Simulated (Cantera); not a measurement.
An isothermal, constant-pressure homogeneous reactor starts with 3.92 % H2, 10.3 % O2, 85.6 % N2, 0.155 % H2O, equivalence ratio 0.19, at 1248 K and 100.0 Torr.

Detailed kinetics in Cantera: GRI-Mech 3.0 (53 species, 325 reactions). The temperature is held fixed by assumption; the heat of reaction is taken as removed at once.

One state of this run: x H2 = 0.000360; x O2 = 0.0846; x NO = 3.28e-6; x H2O2 = 2.81e-7; x H = 0.000562. x: mole fraction; the columns are a selection and need not sum to one.

Task: Which value of t (s) does it belong to?
A) 0.00632
B) 0.00200
C) 2.00
D) 0.000632

Result: A, 0.00632
